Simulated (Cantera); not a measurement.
Charge: 1 mol SiC, 0.027 mol N2O, 140 mol N2, 0.026 mol O2, at 1748.15 K and 101000 Pa.

Method: chemical equilibrium by Gibbs-energy minimisation in Cantera with the NASA 1993 tables (ideal gas, pure condensed phases). Candidate condensed phases: C, Si, SiC, SiO2, Si2N2O, Si3N4; 34 gas species. Mutual solubility and eutectic melting of coexisting phases are not modelled. Kinetics and transport are ignored.

Base state: N2 0.999, CO 0.000560 (mole fractions); condensed: SiC(s) + Si3N4(s).

What changes in the equilibrium state with this change: temperature from 1748.15 K to 1148.15 K?


| species | before | after |
|---|---|---|
| N2 | 0.999 | 1.00 |
| CO | 0.000560 | 2.76e-8 |
| SiC(s), mol | 0.922 | 0 |
| Si3N4(s), mol | 0.0259 | 0.281 |
| C(graphite), mol | 0 | 1.000 |
| Si2N2O(s), mol | 0 | 0.0790 |
